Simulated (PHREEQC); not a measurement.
A solution holds 0.019 mol HF, 0.057 mol NH4F and 0.13 mol HCl per kg of water, at 5 °C. Closed to the air; pH follows from the charge balance.

The numbers come from PHREEQC with the ion-association model, phreeqc.dat.

```csv
quantity,before,after
pH,1.21,1.40
ionic strength (mol/kgw),0.132,0.134
HF (mol/kgw),0.0737,0.0993
F- (mol/kgw),0.00156,0.00324
HF2- (mol/kgw),0.000357,0.000999
NH3 (mol/kgw),8.18e-11,1.88e-10
```

Question: What was changed between the two runs?
(A) NH4F from 0.057 to 0.0855 mol/kgw
(B) HF from 0.019 to 0.0209 mol/kgw
(C) HCl left out
(D) HCl from 0.13 to 0.117 mol/kgw
(E) 0.0018 mol/kgw NaHCO3 added

Answer: A, NH4F from 0.057 to 0.0855 mol/kgw

This is a speciation only: nothing precipitates in the calculation. Away from 25 °C the constants follow the database's enthalpies or fits; those with neither stay at their 25 °C values.
